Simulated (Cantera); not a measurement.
Feed: 1 mol (CH3)2SiCl2, 0.051 mol C3H8, 4.3 mol H2, 1.1 mol CH4, equilibrated at 0.0133 bar.

Method: chemical equilibrium by Gibbs-energy minimisation in Cantera with the NASA 1993 tables (ideal gas, pure condensed phases). Candidate condensed phases: C, C6H6, C7H8, C8H18, Si, SiC; 109 gas species. The feed counts by its element totals alone. Gases not in the tables: Si2H6 and higher silanes. Kinetics and transport are ignored.

What share of the Si ends up in condensed phases as a function of T (K), at 1148, 1348, 1548, 1748, 1948, 2148, 2348, 2548?


```tsv
T (K)	Si condensed (%)	as
1148	98.0	SiC(s)
1348	99.3	SiC(s)
1548	98.6	SiC(s)
1748	97.2	SiC(s)
1948	95.1	SiC(s)
2148	90.4	SiC(s)
2348	60.3	SiC(s)
2548	0.0	-
```
